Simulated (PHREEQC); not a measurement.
PHREEQC input (ion-association model, wateq4f.dat):

```
SOLUTION_MASTER_SPECIES
  An  An-  0  An  62.0  # stands for a non-complexing anion
SOLUTION_SPECIES
  An- = An-
    -log_k 0
    -gamma 3.0 0
PHASES
  Fix_H+
    H+ = H+
    -log_k 0
SOLUTION 1
  temp 25
  units mmol/kgw
  pH 7 charge
  Cl 0.07
  Mn(2) 0.035
  Na 10
  An 10
END
SELECTED_OUTPUT 1
  -reset false
  -pH true
  -pe true
  -ionic_strength true
  -water true
  -totals Cl Mn Na Mn(2) Mn(3) Mn(6) Mn(7)
  -molalities Hfo_wOH Hfo_wOH2+ Hfo_wO- Hfo_sOH Hfo_sOH2+ Hfo_sO- Hfo_sOMn+ Hfo_wOMn+
  -saturation_indices Pyrochroite Halite
USER_PUNCH 1
  -headings sigma psi
  10 PUNCH EDL("sigma", "Hfo"), EDL("psi", "Hfo")
PRINT
  -reset false
USE solution 1
SURFACE 1
  Hfo_wOH 4.26966e-05 600 0.019
  Hfo_sOH 1.06742e-06
EQUILIBRIUM_PHASES 1
  Fix_H+ -4 HAn 10
    -force_equality true
END
# ... the last block is repeated for the other 16 points of pH, with NaOH or the acid as the point needs
```

Selected output (columns that matter, 11 of 17 rows; pH added in front):

```
pH	mu	Mn	Na	m_Hfo_wOH	m_Hfo_wOH2+	m_Hfo_wO-	m_Hfo_sOH	m_Hfo_sOH2+	m_Hfo_sO-	m_Hfo_sOMn+	si_Pyrochroite	si_Halite	sigma	psi
4	0.010227	3.5e-05	0.01	1.7221e-05	2.5207e-05	2.6951e-07	4.305e-07	6.3015e-07	6.7377e-09	3.0297e-11	-11.828	-7.8278	0.21635	0.18483
4.75	0.010132	3.4999e-05	0.01	2.5282e-05	1.6529e-05	8.8585e-07	6.3167e-07	4.1299e-07	2.2133e-08	6.2886e-10	-10.328	-7.8274	0.13572	0.16117
5.12	0.010119	3.4997e-05	0.01	2.8031e-05	1.3314e-05	1.352e-06	6.9895e-07	3.3198e-07	3.3712e-08	2.7784e-09	-9.5876	-7.8273	0.1038	0.1475
5.88	0.01011	3.494e-05	0.01	3.1291e-05	8.8765e-06	2.527e-06	7.3976e-07	2.0985e-07	5.9741e-08	5.8069e-08	-8.0683	-7.8273	0.055523	0.11578
6.25	0.010107	3.4767e-05	0.01	3.2054e-05	7.4926e-06	3.1414e-06	6.3331e-07	1.4804e-07	6.2068e-08	2.24e-07	-7.3304	-7.8273	0.03953	0.098864
7	0.010103	3.3882e-05	0.01	3.2577e-05	5.4807e-06	4.4359e-06	1.1667e-07	1.9628e-08	1.5887e-08	9.1524e-07	-5.8416	-7.8273	0.01834	0.062946
7.75	0.010101	3.066e-05	0.010008	2.9766e-05	3.0994e-06	6.5488e-06	7.6166e-09	7.9309e-10	1.6757e-09	1.0573e-06	-4.3854	-7.8269	0.0075275	0.030906
8.12	0.010098	2.6518e-05	0.010018	2.4492e-05	1.4759e-06	9.3104e-06	2.7887e-09	1.6805e-10	1.0601e-09	1.0634e-06	-3.709	-7.8265	0.0054723	0.023068
8.88	0.010096	1.8099e-05	0.010042	1.0113e-05	1.4106e-07	1.6608e-05	5.4076e-10	7.5429e-12	8.8812e-10	1.066e-06	-2.3601	-7.8254	0.0036592	0.015704
9.25	0.010105	1.5659e-05	0.010059	5.3813e-06	3.4906e-08	1.9005e-05	2.4941e-10	1.6178e-12	8.8083e-10	1.0663e-06	-1.6913	-7.8247	0.0031311	0.013487
10	0.010193	1.3598e-05	0.010156	1.227e-06	1.632e-09	2.1133e-05	5.1115e-11	6.7987e-14	8.8038e-10	1.0665e-06	-0.3148	-7.8209	0.0022791	0.0098272
```
